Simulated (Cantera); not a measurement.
Feed: 1 mol HMDSO, 1.7 mol N₂O, 6.8 mol N₂, 21 mol NO, equilibrated at 0.140 bar.

These are equilibrium values from Cantera (NASA tables, ideal gas, pure condensed phases), not measurements of a reactor. Candidate condensed phases: C, C₆H₆, C₇H₈, C₈H₁₈, H₂O, Si, SiC, SiO₂, Si₂N₂O, Si₃N₄; 151 gas species. The feed counts by its element totals alone. Equilibrium is a limit: real reactors are often held back by kinetics, nucleation or transport.

Question: At 825 °C, list the 5 most abundant gas species with their mole fractions, and the condensed phases.

Answer: N₂ 0.559, H₂O 0.242, CO₂ 0.161, H₂ 0.0229, CO 0.0154. Condensed: SiO₂(β-quartz).
